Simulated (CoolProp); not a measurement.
Aqueous lithium chloride as a coolant, at 19 °C, 1 atm.

Values from CoolProp's Melinder's fits for secondary coolants.

```tsv
mass %	freezing point (°C)	cp (kJ/(kg K))	Prandtl number	conductivity (W/(m K))	density (kg/m³)
5.2	-5.3	3.904	8.19	0.583	?
6.5	?	3.838	8.45	0.580	1036
7.8	-8.8	3.774	8.73	0.577	1043
9.1	-10.7	3.711	9.04	0.574	?
10.4	-12.9	3.650	?	0.571	1058
11.7	-15.4	3.589	9.72	0.568	?
12.9	-18.1	3.535	10.1	?	?
14.2	-21.5	3.478	10.5	0.563	1081
15.5	?	3.423	10.9	0.560	1088
16.8	-30.1	3.369	11.4	0.557	1096
```

Q: What belongs in the gaps?

A: 
- 5.2, density (kg/m³): 1028
- 6.5, freezing point (°C): -7.0
- 9.1, density (kg/m³): 1051
- 10.4, Prandtl number: 9.37
- 11.7, density (kg/m³): 1066
- 12.9, conductivity (W/(m K)): 0.566
- 12.9, density (kg/m³): 1073
- 15.5, freezing point (°C): -25.5
